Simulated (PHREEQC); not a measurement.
A solution holds 0.15 mol NH4HSO4 per kg of water, at 25 °C. Closed to the air; pH follows from the charge balance.

All values are PHREEQC results (ion-association model, wateq4f.dat), not measurements.

Each row changes one thing in this solution. This is a speciation only: nothing precipitates in the calculation.

| case | pH | ionic strength (mol/kgw) | HSO4- (mol/kgw) | SO4-2 (mol/kgw) |
|---|---|---|---|---|
| as made | 1.29 | 0.239 | 0.0849 | 0.0444 |
| temperature from 25 to 40 °C | 1.34 | 0.229 | 0.0925 | 0.0393 |
| NH4HSO4 replaced by CuSO4 at the same molality | 4.47 | ? | 8.72e-5 | 0.0736 |
| temperature from 25 to 90 °C | 1.58 | 0.196 | 0.116 | 0.0232 |
| NH4HSO4 from 0.15 to 0.03 mol/kgw | 1.82 | 0.0609 | 0.0122 | 0.0154 |
| 0.016 mol/kgw KOH added | 1.36 | 0.247 | 0.0783 | 0.0484 |
| NH4HSO4 replaced by MnSO4 at the same molality | 6.34 | ? | 1.23e-6 | 0.0783 |

Problem. What belongs in the gaps?

Solution. 
- NH4HSO4 replaced by CuSO4 at the same molality, ionic strength (mol/kgw): 0.295
- NH4HSO4 replaced by MnSO4 at the same molality, ionic strength (mol/kgw): 0.313

Some of these states are supersaturated (in Antlerite, Brochantite, for instance). Constants without temperature data keep their 25 °C values here.
